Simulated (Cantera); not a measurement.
Cantera run, input and output.

```python
import numpy as np
import cantera as ct

gas = ct.Solution("h2o2.yaml")
gas.TPX = 1225, 2000, {'H2': 0.17, 'O2': 1}
reactor = ct.IdealGasConstPressureReactor(gas, energy="off", clone=False)
net = ct.ReactorNet([reactor])
net.rtol, net.atol = 1e-08, 1e-18
show = ['H2', 'O2', 'OH', 'HO2', 'O']
times = np.geomspace(7e-05, 7, 15)

steps = ct.SolutionArray(gas, extra=["t"])
rows = []
print(f"{'t/s':>10s}{'T/K':>9s}{'P/Pa':>11s}" + "".join(f"{s:>11s}" for s in show))
for t in times:
    while net.time < t:
        t_next = net.step()
        steps.append(gas.state, t=t_next)
    rows.append([np.interp(t, steps.t, y) for y in (steps.T, steps.P, *steps(*show).X.T)])
    print(f"{t:10.3e}{rows[-1][0]:9.1f}{rows[-1][1]:11.4g}" + "".join(f"{x:11.3e}" for x in rows[-1][2:]))
rate = np.gradient(steps.T, steps.t)
print("integrator steps:", len(steps.t))
if steps.T.max() > steps.T[0] + 200:
    print(f"time of steepest temperature rise: {steps.t[rate.argmax()]:.4e} s")
gas.TPX = 1225, 2000, {'H2': 0.17, 'O2': 1}
gas.equilibrate("TP")
print(f"equilibrium (TP): T = {gas.T:.1f} K  " + "  ".join(f"{s} {gas[s].X[0]:.3e}" for s in show))
```

Output:

```
       t/s      T/K       P/Pa         H2         O2         OH        HO2          O
 7.000e-05   1225.0       2000  1.453e-01  8.547e-01  1.056e-08  1.909e-08  1.542e-08
 1.593e-04   1225.0       2000  1.453e-01  8.547e-01  8.794e-08  4.404e-08  1.366e-07
 3.626e-04   1225.0       2000  1.453e-01  8.547e-01  6.118e-06  1.577e-07  9.589e-06
 8.251e-04   1225.0       2000  5.693e-02  8.015e-01  1.220e-02  8.542e-06  2.991e-02
 1.878e-03   1225.0       2000  5.128e-03  7.709e-01  8.348e-03  1.023e-05  6.001e-02
 4.274e-03   1225.0       2000  3.940e-03  7.914e-01  7.392e-03  1.043e-05  4.370e-02
 9.726e-03   1225.0       2000  2.103e-03  8.176e-01  5.449e-03  9.786e-06  2.199e-02
 2.214e-02   1225.0       2000  6.378e-04  8.355e-01  3.002e-03  6.893e-06  6.474e-03
 5.038e-02   1225.0       2000  1.306e-04  8.414e-01  1.361e-03  3.069e-06  1.321e-03
 1.147e-01   1225.0       2000  2.626e-05  8.428e-01  6.152e-04  9.781e-07  2.681e-04
 2.609e-01   1225.0       2000  6.242e-06  8.431e-01  3.025e-04  2.950e-07  6.458e-05
 5.938e-01   1225.0       2000  1.779e-06  8.432e-01  1.626e-04  9.781e-08  1.864e-05
 1.351e+00   1225.0       2000  5.841e-07  8.433e-01  9.364e-05  3.848e-08  6.181e-06
 3.076e+00   1225.0       2000  2.125e-07  8.433e-01  5.668e-05  2.076e-08  2.265e-06
 7.000e+00   1225.0       2000  8.481e-08  8.433e-01  3.588e-05  1.765e-08  9.081e-07
integrator steps: 2071
equilibrium (TP): T = 1225.0 K  H2 2.568e-08  O2 8.433e-01  OH 1.974e-05  HO2 2.351e-08  O 2.750e-07
```

Cantera simulation using the H2/O2 subset of GRI-Mech 3.0, which has no nitrogen chemistry; the numbers are that mechanism's predictions, not measurements. Radical loss at walls, strong at low pressure, is not modelled. The temperature is held fixed by assumption; the heat of reaction is taken as removed at once.
